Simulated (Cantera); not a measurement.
An adiabatic, constant-pressure homogeneous reactor starts with H2 : O2 : N2 : H2O = 1 : 0.98 : 3.69 : 0.69 (molar parts), equivalence ratio 0.51, at 1050 K and 10.0 bar.

Cantera simulation using GRI-Mech 3.0 (53 species, 325 reactions); the numbers are that mechanism's predictions, not measurements. The hydrogen kinetics of GRI-Mech 3.0 are dated; newer H2 mechanisms differ, most at raised pressure.

**Question.** Predict: time of steepest temperature rise; temperature at 2.00 s; equilibrium temperature; x(H2) at 2.00 s; x(O2) at 2.00 s; x(H2O) at 2.00 s; x(HO2) at 2.00 s; x(OH) at 2.00 s; x(N2O) at 2.00 s; x(H2O2) at 2.00 s.

**Answer.** 
```json
{
 "time_of_steepest_temperature_rise": "5.06 ms",
 "temperature at 2.00 s": "2115 K",
 "equilibrium_temperature": "2115 K",
 "x(H2) at 2.00 s": "0.000214 (gas-phase equilibrium 0.000214)",
 "x(O2) at 2.00 s": "0.0784 (gas-phase equilibrium 0.0784)",
 "x(H2O) at 2.00 s": "0.287 (gas-phase equilibrium 0.287)",
 "x(HO2) at 2.00 s": "6.33e-6 (gas-phase equilibrium 6.33e-6)",
 "x(OH) at 2.00 s": "0.00260 (gas-phase equilibrium 0.00260)",
 "x(N2O) at 2.00 s": "8.89e-7 (gas-phase equilibrium 8.89e-7)",
 "x(H2O2) at 2.00 s": "6.77e-7 (gas-phase equilibrium 6.77e-7)"
}
```
